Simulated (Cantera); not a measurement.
A perfectly stirred reactor is fed with CH4 : O2 : N2 = 1 : 1.82 : 6.84 (molar parts), equivalence ratio 1.1, at 9.87 atm; it is adiabatic with a 550 K inlet, and is followed from long to short residence time, starting on the burning branch (τ in s: 0.11, 0.055, 0.027, 0.013, 0.0062, 0.003, 0.0014, 0.00069, 0.00033, 0.00016, 7.7e-05, 3.7e-05, 1.8e-05).

Cantera simulation using GRI-Mech 3.0 (53 species, 325 reactions); the numbers are that mechanism's predictions, not measurements.

**Question.** What does this change do: N2 6.84 to 8.9 parts?

**Answer.** 
| quantity | before | after |
|---|---|---|
| blow-out, bracketed by the residence times tried | burning at 37.0 µs, out at 18.0 µs | burning at 0.160 ms, out at 77.0 µs |
| x(CH4) at τ = 0.110 s | 1.42e-6 | 1.31e-5 |
| x(O2) at τ = 0.110 s | 0.000355 | 7.44e-5 |
| x(CH2O) at τ = 0.110 s | 1.38e-7 | 5.39e-7 |
| x(NO) at τ = 0.110 s | 0.000678 | 0.000130 |
| x(C2H2) at τ = 0.110 s | 5.71e-10 | 7.27e-8 |
| x(CH4) at τ = 1.40 ms | 4.38e-5 | 0.000113 |
| x(O2) at τ = 1.40 ms | 0.00162 | 0.00135 |
| x(CH2O) at τ = 1.40 ms | 5.60e-6 | 1.04e-5 |
| x(NO) at τ = 1.40 ms | 0.000539 | 0.000238 |
| x(C2H2) at τ = 1.40 ms | 2.85e-7 | 2.73e-6 |

**Question.** What does this change do: pressure from 9.87 atm to 1.88 atm?

**Answer.** 
```json
[
 {"quantity": "blow-out, bracketed by the residence times tried", "before": "burning at 37.0 µs, out at 18.0 µs", "after": "burning at 37.0 µs, out at 18.0 µs"},
 {"quantity": "x(CH4) at τ = 0.110 s", "before": "1.42e-6", "after": "2.25e-6"},
 {"quantity": "x(O2) at τ = 0.110 s", "before": "0.000355", "after": "0.00129"},
 {"quantity": "x(CH2O) at τ = 0.110 s", "before": "1.38e-7", "after": "3.13e-7"},
 {"quantity": "x(NO) at τ = 0.110 s", "before": "0.000678", "after": "0.00105"},
 {"quantity": "x(C2H2) at τ = 0.110 s", "before": "5.71e-10", "after": "8.61e-10"},
 {"quantity": "x(CH4) at τ = 1.40 ms", "before": "4.38e-5", "after": "5.61e-5"},
 {"quantity": "x(O2) at τ = 1.40 ms", "before": "0.00162", "after": "0.00583"},
 {"quantity": "x(CH2O) at τ = 1.40 ms", "before": "5.60e-6", "after": "8.26e-6"},
 {"quantity": "x(NO) at τ = 1.40 ms", "before": "0.000539", "after": "0.000470"},
 {"quantity": "x(C2H2) at τ = 1.40 ms", "before": "2.85e-7", "after": "1.21e-7"}
]
```
